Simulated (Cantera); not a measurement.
A closed system holds: 1 mol SO2, 0.037 mol H2O, 0.21 mol H2, equilibrated at 2477 °C and 750 Torr.

Equilibrium computed with Cantera from the NASA thermochemical tables; the gas is ideal and each condensed phase is pure. Candidate condensed phases: H2O, H2SO4, S; 19 gas species. Kinetics and transport are ignored.

Base state: SO2 0.635, H2O 0.151, SO 0.132, H2 0.0271, OH 0.0168, H 0.0113, O2 0.00994, S 0.00629 (mole fractions); condensed: gas only.

### Question
What changes in the equilibrium state with this change: H2O from 0.037 to 9.6 mol?

### Answer
```tsv
species	before	after
H2O	0.151	0.733
H2	0.0271	0.0809
SO2	0.635	0.0761
SO	0.132	0.00977
OH	0.0168	0.0473
O2	0.00994	0.0262
H	0.0113	0.0195
S2	0.00304	6.27e-6
S2O	0.000436	1.46e-6
S	0.00629	0.000285
```
